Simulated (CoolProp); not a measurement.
Vapour-liquid equilibrium of CH2F2 (R32) (1) + methanol (2) at 198 kPa; x and y are mole fractions of (1).

Computed with CoolProp (multi-fluid Helmholtz-energy mixture model, Tillner-Roth 1997 and de Reuck 1993; pair parameters Bell 2016).

```
x      bubble temperature (°C)  y at the bubble point  dew temperature at overall composition x (°C)  liquid density (mol/L)
-----  -----------------------  ---------------------  ---------------------------------------------  ----------------------
0.05                      13.5                  0.954                                           81.0                   24.75
0.125                    -14.5                  0.992                                           78.7                   25.41
0.2                      -24.2                  0.996                                           76.2                   25.52
0.275                    -28.8                  0.998                                           73.5                   25.46
0.35                     -31.1                  0.998                                           70.6                   25.31
0.425                    -32.2                  0.998                                           67.4                   25.10
0.5                      -32.8                  0.998                                           63.8                   24.84
0.575                    -33.1                  0.998                                     (withheld)                   24.55
0.65                     -33.3                  0.998                                           55.0                   24.24
0.725                    -33.7                  0.998                                           49.4                   23.90
0.8                      -34.2                  0.999                                     (withheld)              (withheld)
0.875                    -35.2                  0.999                                           32.3              (withheld)
0.95                     -36.5                  0.999                                           14.8                   22.80
```

Fill in the missing entries.


- 0.575, dew temperature at overall composition x (°C): 59.8
- 0.8, dew temperature at overall composition x (°C): 42.2
- 0.8, liquid density (mol/L): 23.54
- 0.875, liquid density (mol/L): 23.18

No azeotrope shows between x = 0.05 and 0.95.

Pair parameters are fitted to limited data, so mixtures are less certain than the pure fluids. With so large a gap from Raoult's law the liquid may split in two, which this calculation doesn't test in full.
